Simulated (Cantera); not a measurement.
## Adiabatic ignition

An adiabatic, constant-pressure homogeneous reactor starts with 7.30 % CH4, 0.226 % C2H6, 19.5 % O2, 73.0 % N2, at 1350 K and 0.270 bar.

Computed with Cantera and GRI-Mech 3.0 (53 species, 325 reactions).

```
t (s)     T (K)   x CH4   x C2H6    x O2    x C2H2     x HCN       x O
--------  -----  ------  -------  ------  --------  --------  --------
2.00e-6    1350  0.0730  0.00226   0.195    <1e-12    <1e-12  8.76e-11
8.60e-6    1350  0.0730  0.00226   0.195    <1e-12    <1e-12  6.06e-10
3.69e-5    1350  0.0730  0.00226   0.195    <1e-12    <1e-12   2.74e-9
0.000159   1350  0.0730  0.00225   0.195  8.26e-12    <1e-12   1.29e-8
0.000682   1350  0.0729  0.00222   0.195   1.29e-9    <1e-12   7.99e-8
0.00293    1354  0.0717  0.00217   0.194   3.65e-7    <1e-12   4.26e-7
0.0126     2526  <1e-12   <1e-12  0.0466    <1e-12  2.10e-11   0.00704
0.0541     2521  <1e-12   <1e-12  0.0434    <1e-12  5.11e-11   0.00647
0.233      2520  <1e-12   <1e-12  0.0431    <1e-12  5.38e-11   0.00642
1.00       2520  <1e-12   <1e-12  0.0431    <1e-12  5.38e-11   0.00642
```
x: mole fraction; the columns are a selection and need not sum to one.

| Property | Result |
|---|---|
| time of steepest temperature rise | 6.16 ms |
| temperature at 1.00 s | 2520 K |
| equilibrium temperature | 2520 K |
| x(CH4) at 1.00 s | <1e-12 (gas-phase equilibrium <1e-12) |
| x(C2H6) at 1.00 s | <1e-12 (gas-phase equilibrium <1e-12) |
| x(O2) at 1.00 s | 0.0431 (gas-phase equilibrium 0.0431) |
